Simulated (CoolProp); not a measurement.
Vapour-liquid equilibrium of R125 (1) + fluoroethane (R161) (2) at 1680 kPa; x and y are mole fractions of (1).

Model: multi-fluid Helmholtz-energy mixture model, Lemmon 2005 and Wu 2012; pair parameters Bell 2016, in CoolProp.

```csv
x,bubble temperature (K),y at the bubble point,dew temperature at overall composition x (K),liquid density (mol/L)
0.05,321.1,0.061,321.3,13.36
0.2,318.5,0.247,319.3,12.63
0.35,315.6,0.421,316.8,11.96
0.5,312.7,0.576,314.1,11.33
0.65,310.1,0.712,311.3,10.74
0.8,307.9,0.835,308.5,10.18
0.95,306.3,0.957,306.4,9.663
```

No azeotrope shows between x = 0.05 and 0.95.

Pair parameters are fitted to limited data, so mixtures are less certain than the pure fluids. The gap from Raoult's law changes sign with composition, which may be real or a fault of the pair parameters; it wasn't checked against measurements.
